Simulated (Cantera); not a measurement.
Charge: 1 mol Fe₃O₄, 0.82 mol C, 15 mol H₂, at 800 Pa.

Method: chemical equilibrium by Gibbs-energy minimisation in Cantera with the NASA 1993 tables (ideal gas, pure condensed phases). Candidate condensed phases: C, C₆H₆, C₇H₈, C₈H₁₈, Fe, Fe(CO)₅, FeO, Fe(OH)₂, Fe(OH)₃, Fe₂O₃, Fe₃O₄, H₂O; 114 gas species. Kinetics and transport are ignored. All values below are at 1825 K.

Base state: H₂ 0.743, H₂O 0.196, CO 0.0482, Fe 0.00523, H 0.00424, CO₂ 0.00325, OH 7.83e-5, Fe(OH)₂ 1.89e-5 (mole fractions); condensed: Fe(l).

Question: What changes in the equilibrium state with this change: pressure from 800 Pa to 1330 Pa?

Answer: 
| species | before | after |
|---|---|---|
| H₂ | 0.743 | 0.745 |
| H₂O | 0.196 | 0.197 |
| CO | 0.0482 | 0.0483 |
| Fe | 0.00523 | 0.00314 |
| H | 0.00424 | 0.00329 |
| FeO | 1.74e-5 | 1.04e-5 |
| OH | 7.83e-5 | 6.07e-5 |
| Fe(l), mol | 2.92 | 2.95 |
